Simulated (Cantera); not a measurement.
A closed system holds: 1 mol Si3N4, 0.015 mol N2O, 870 mol N2, at 100 Torr.

Method: chemical equilibrium by Gibbs-energy minimisation in Cantera with the NASA 1993 tables (ideal gas, pure condensed phases). Candidate condensed phases: Si, SiO2, Si2N2O, Si3N4; 16 gas species. Mutual solubility and eutectic melting of coexisting phases are not modelled. The numbers say what is thermodynamically allowed, not how fast it happens.

log p: log10 of the partial pressure in bar; n: condensed amount in mol.

| T (°C) | log p N2 | log p SiO | log p Si | log p SiN | log p Si2N | n Si2N2O(s) | n Si3N4(s) |
|---|---|---|---|---|---|---|---|
| 1202 | -0.88 | (withheld) | -10.68 | -10.97 | <-12 | 0.0148 | 0.990 |
| 1227 | -0.88 | (withheld) | -10.28 | -10.61 | -12.73 | 0.0146 | 0.990 |
| 1252 | -0.88 | (withheld) | -9.88 | -10.26 | -12.23 | 0.0141 | 0.990 |
| 1277 | -0.88 | (withheld) | -9.50 | -9.92 | -11.74 | 0.0132 | 0.991 |
| 1302 | -0.88 | (withheld) | -9.13 | -9.59 | -11.27 | 0.0114 | 0.991 |
| 1327 | -0.88 | (withheld) | -8.78 | -9.28 | -10.82 | 0.00781 | 0.992 |
| 1352 | -0.88 | -5.67 | -8.43 | -8.97 | -10.38 | 0.00101 | 0.995 |
| 1377 | -0.88 | -5.64 | -8.10 | -8.68 | -9.96 | 0 | 0.995 |
| 1402 | -0.88 | -5.64 | -7.77 | -8.39 | -9.54 | 0 | 0.995 |

### Question
Fill in the missing entries.

### Answer

- 1202, log p SiO: -7.55
- 1227, log p SiO: -7.21
- 1252, log p SiO: -6.88
- 1277, log p SiO: -6.56
- 1302, log p SiO: -6.26
- 1327, log p SiO: -5.96
